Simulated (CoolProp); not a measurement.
A closed Brayton cycle with carbon dioxide: compressor inlet 324.15 K and 8.3 MPa, high pressure 24.3 MPa, turbine inlet 770 K, compressor efficiency 0.89, turbine efficiency 0.85, recuperator effectiveness 0 (on enthalpy, no pinch check). Each further row changes one setting.

The numbers come from the reference Helmholtz-energy equation of state, Span 1996 in CoolProp.

```csv
case,thermal efficiency (%),net work (kJ/kg),compressor to turbine work,compressor exit (K),turbine exit (K)
as stated,14.4,69.1,0.43,411.9,653.3
turbine inlet 720 K,[?],[?],[?],411.9,607.4
compressor inlet 334.15 K,13.8,62.2,0.49,428.7,653.3
high pressure 20.7 MPa,12.6,61.9,0.41,[?],670.3
recuperator effectiveness 0.5,[?],69.1,0.43,411.9,653.3
```

Some entries are withheld; supply them.


- turbine inlet 720 K, thermal efficiency (%): 14.3
- turbine inlet 720 K, net work (kJ/kg): 59.6
- turbine inlet 720 K, compressor to turbine work: 0.47
- high pressure 20.7 MPa, compressor exit (K): 398.5
- recuperator effectiveness 0.5, thermal efficiency (%): 20.2
